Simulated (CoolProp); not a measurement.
n-perfluorobutane along the isobar 30.8 bar: density (kg/m³) from the reference equation and from simpler models built on Tc = 113.2 °C, pc = 23.22 bar, ω = 0.372; each cubic takes its own stable root.

Model: reference Helmholtz-energy equation of state, Gao 2022, in CoolProp.

| T (°C) | phase | reference |
|---|---|---|
| 63.15 | liquid | 1362 |
| 75.75 | liquid | 1300 |
| 88.35 | liquid | 1227 |
| 101.05 | liquid | 1135 |
| 113.65 | supercritical | 1002 |
| 126.25 | supercritical | 709.0 |
| 138.95 | supercritical | 431.3 |
| 151.55 | supercritical | 346.3 |
| 164.25 | supercritical | 302.0 |
| 176.85 | supercritical | 273.0 |

**Question.** How far does each simpler model (van der Waals, Redlich-Kwong, Soave-Redlich-Kwong, Peng-Robinson) lie from the reference over these 10 states: mean and median of the absolute difference, and the worst?

**Answer.** 
- van der Waals: mean 23.9 %, median 25.0 %, worst -35.3 % at 63.15 °C and 30.8 bar
- Redlich-Kwong: mean 11.0 %, median 11.5 %, worst -15.8 % at 113.65 °C and 30.8 bar
- Soave-Redlich-Kwong: mean 8.3 %, median 8.4 %, worst -15.9 % at 113.65 °C and 30.8 bar
- Peng-Robinson: mean 3.1 %, median 2.4 %, worst -7.0 % at 113.65 °C and 30.8 bar
